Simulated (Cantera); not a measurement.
An adiabatic, constant-volume homogeneous reactor starts with CH4 : O2 : N2 = 1 : 2.6 : 13.8 (molar parts), at 1550 K and 1100000 Pa. Integrator tolerance rtol = 1e-08.

Model: GRI-Mech 3.0 (53 species, 325 reactions), integrated in Cantera.

Problem. What does this change do: 0.8 parts CO2 added?

Solution. 
| quantity | before | after |
|---|---|---|
| time of steepest temperature rise | 0.127 ms | 0.137 ms |
| temperature at 4.00 s | 2808 K | 2721 K |
| equilibrium temperature | 2808 K | 2721 K |
| x(CH4) at 4.00 s | <1e-12 (gas-phase equilibrium <1e-12) | <1e-12 (gas-phase equilibrium <1e-12) |
| x(O2) at 4.00 s | 0.0300 (gas-phase equilibrium 0.0300) | 0.0309 (gas-phase equilibrium 0.0309) |
| x(N2O) at 4.00 s | 3.50e-6 (gas-phase equilibrium 3.50e-6) | 2.95e-6 (gas-phase equilibrium 2.95e-6) |
| x(H2O) at 4.00 s | 0.105 (gas-phase equilibrium 0.105) | 0.102 (gas-phase equilibrium 0.102) |
| x(CO2) at 4.00 s | 0.0473 (gas-phase equilibrium 0.0473) | 0.0859 (gas-phase equilibrium 0.0859) |
| x(C2H6) at 4.00 s | <1e-12 (gas-phase equilibrium <1e-12) | <1e-12 (gas-phase equilibrium <1e-12) |

Problem. What does this change do: initial temperature 1550 to 1625 K?

Solution. 
```csv
quantity,before,after
time of steepest temperature rise,0.127 ms,66.3 µs
temperature at 4.00 s,2808 K,2848 K
equilibrium temperature,2808 K,2848 K
x(CH4) at 4.00 s,<1e-12 (gas-phase equilibrium <1e-12),<1e-12 (gas-phase equilibrium <1e-12)
x(O2) at 4.00 s,0.0300 (gas-phase equilibrium 0.0300),0.0302 (gas-phase equilibrium 0.0302)
x(N2O) at 4.00 s,3.50e-6 (gas-phase equilibrium 3.50e-6),3.65e-6 (gas-phase equilibrium 3.65e-6)
x(H2O) at 4.00 s,0.105 (gas-phase equilibrium 0.105),0.104 (gas-phase equilibrium 0.104)
x(CO2) at 4.00 s,0.0473 (gas-phase equilibrium 0.0473),0.0457 (gas-phase equilibrium 0.0457)
x(C2H6) at 4.00 s,<1e-12 (gas-phase equilibrium <1e-12),<1e-12 (gas-phase equilibrium <1e-12)
```
